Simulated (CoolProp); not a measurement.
Aqueous ethylene glycol as a coolant, 52 % by mass, freezing at -38.8 °C, 1 atm.

Values from CoolProp's Melinder's fits for secondary coolants.

```csv
T (°C),conductivity (W/(m K)),Prandtl number,viscosity (mPa s),density (kg/m³)
-6.5,0.367,(withheld),11.5,1080
-2.1,0.369,79.1,9.30,1078
2.4,0.372,64.8,7.60,1076
6.8,0.375,53.9,6.32,1074
11.2,0.377,(withheld),5.32,1072
15.7,(withheld),38.6,4.52,1070
20.1,0.382,33.3,3.89,1067
24.5,0.385,28.9,3.38,1065
28.9,0.388,25.4,2.97,1062
33.4,0.390,(withheld),2.62,1060
37.8,(withheld),20.0,2.34,1057
```

Q: Some entries are withheld; supply them.

A: 
- -6.5, Prandtl number: 97.6
- 11.2, Prandtl number: 45.5
- 15.7, conductivity (W/(m K)): 0.380
- 33.4, Prandtl number: 22.4
- 37.8, conductivity (W/(m K)): 0.393
